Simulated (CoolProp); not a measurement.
Vapour-liquid equilibrium of propane (1) + R236EA (2) at 2.11 bar; x and y are mole fractions of (1).

Values from CoolProp's multi-fluid Helmholtz-energy mixture model, Lemmon 2009 and Rui 2013; pair parameters Bell 2016.

```json
[
 {"x": "0.05", "bubble temperature, mixture model (°C)": "(withheld)", "bubble temperature, Raoult's law (°C)": "20.8", "y, mixture model": "(withheld)", "y, Raoult's law": "0.202"},
 {"x": "0.15", "bubble temperature, mixture model (°C)": "-10.3", "bubble temperature, Raoult's law (°C)": "12.2", "y, mixture model": "(withheld)", "y, Raoult's law": "0.481"},
 {"x": "0.25", "bubble temperature, mixture model (°C)": "-17.8", "bubble temperature, Raoult's law (°C)": "5.1", "y, mixture model": "0.857", "y, Raoult's law": "0.655"},
 {"x": "0.35", "bubble temperature, mixture model (°C)": "-20.5", "bubble temperature, Raoult's law (°C)": "-0.8", "y, mixture model": "0.879", "y, Raoult's law": "0.767"},
 {"x": "0.45", "bubble temperature, mixture model (°C)": "-21.4", "bubble temperature, Raoult's law (°C)": "-5.9", "y, mixture model": "(withheld)", "y, Raoult's law": "0.843"},
 {"x": "0.55", "bubble temperature, mixture model (°C)": "-21.7", "bubble temperature, Raoult's law (°C)": "-10.2", "y, mixture model": "(withheld)", "y, Raoult's law": "0.895"},
 {"x": "0.65", "bubble temperature, mixture model (°C)": "-21.9", "bubble temperature, Raoult's law (°C)": "-13.9", "y, mixture model": "(withheld)", "y, Raoult's law": "0.932"},
 {"x": "0.75", "bubble temperature, mixture model (°C)": "-22.4", "bubble temperature, Raoult's law (°C)": "-17.2", "y, mixture model": "0.901", "y, Raoult's law": "0.958"},
 {"x": "0.85", "bubble temperature, mixture model (°C)": "(withheld)", "bubble temperature, Raoult's law (°C)": "-20.2", "y, mixture model": "0.920", "y, Raoult's law": "0.979"},
 {"x": "0.95", "bubble temperature, mixture model (°C)": "-23.8", "bubble temperature, Raoult's law (°C)": "-22.8", "y, mixture model": "0.963", "y, Raoult's law": "0.994"}
]
```

Task: What belongs in the gaps?

Result: 
- 0.05, bubble temperature, mixture model (°C): 9.1
- 0.05, y, mixture model: 0.468
- 0.15, y, mixture model: 0.783
- 0.45, y, mixture model: 0.887
- 0.55, y, mixture model: 0.889
- 0.65, y, mixture model: 0.893
- 0.85, bubble temperature, mixture model (°C): -23.1

The largest gap from Raoult's law is -22.9 K in bubble temperature, at x = 0.25. No azeotrope shows between x = 0.05 and 0.95.

The pair parameters rest on a limited set of measurements; away from them the model extrapolates. With so large a gap from Raoult's law the liquid may split in two, which this calculation doesn't test in full.
